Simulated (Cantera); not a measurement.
Charge: 1 mol TiCl₄, 11 mol H₂O, at 1675 K.

Cantera equilibrium calculation (NASA polynomials, part measured and part estimated; ideal gas, pure solids and liquids). Candidate condensed phases: H₂O, Ti, TiCl₂, TiCl₃, TiCl₄, TiO, TiO₂, Ti₂O₃, Ti₃O₅, Ti₄O₇; 23 gas species. Gases not in the tables: TiO(OH)₂. The numbers say what is thermodynamically allowed, not how fast it happens.

x: gas mole fraction; n: condensed amount in mol.

```tsv
P (Pa)	x H₂O	x HCl	x Cl	x H₂	n TiO₂(rutile)
10	0.671	0.283	0.0194	0.0175	1.000
46	0.680	0.293	0.0119	0.0108	1.000
220	0.685	0.299	0.00718	0.00646	1.000
1000	0.688	0.302	…	…	1.000
4600	0.690	0.304	0.00264	0.00238	1.00
22000	0.691	0.306	…	…	1.00
100000	0.691	0.306	0.000942	0.000869	1.000
```

Task: Some entries are withheld; supply them.

Result: 
- 1000, x Cl: 0.00437
- 1000, x H₂: 0.00393
- 22000, x Cl: 0.00157
- 22000, x H₂: 0.00142
